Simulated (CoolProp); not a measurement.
Properties of R115 at several states (Tc = 353.1 K, pc = 3.129 MPa, ω = 0.248).

Computed with CoolProp (reference Helmholtz-energy equation of state, Lemmon 2016).

```
T (K)  p (MPa)  phase  cp (kJ/(kg K))  expansivity (1/kK)
-----  -------  -----  --------------  ------------------
488      0.936    gas          0.9284               2.322
295.9    0.193    gas          0.7254               3.818
311.5    0.049    gas          0.7339               3.291
```
